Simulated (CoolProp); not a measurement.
Properties of fluorine at several states.

Computed with CoolProp (reference Helmholtz-energy equation of state, de Reuck 1990).

| T (K) | p (bar) | phase | Z | cv (kJ/(kg K)) | Joule-Thomson coefficient (K/MPa) | isothermal compressibility (1/MPa) | expansivity (1/kK) | fugacity coefficient |
|---|---|---|---|---|---|---|---|---|
| 126.5 | 73.6 | liquid | 0.2233 | 0.7241 | 0.05139 | ___ | 8.761 | 0.2873 |
| 94.1 | 0.461 | gas | 0.9888 | ___ | 20.64 | 21.94 | 11.02 | 0.9889 |
| 268.8 | 0.717 | gas | 0.9995 | ___ | 2.315 | 13.95 | 3.729 | 0.9995 |
| 283.7 | 83.8 | supercritical | 0.9632 | 0.6108 | 1.678 | 0.1218 | 4.284 | 0.9581 |
| 298.3 | 2.53 | gas | 0.9990 | 0.6051 | 1.899 | 3.957 | 3.373 | 0.9990 |
| 236.6 | 24 | gas | 0.9710 | 0.5854 | 2.919 | 0.4290 | 4.723 | 0.9716 |

### Question
What belongs in the gaps?

### Answer

- 126.5, isothermal compressibility (1/MPa): 0.007800
- 94.1, cv (kJ/(kg K)): 0.5544
- 268.8, cv (kJ/(kg K)): 0.5912
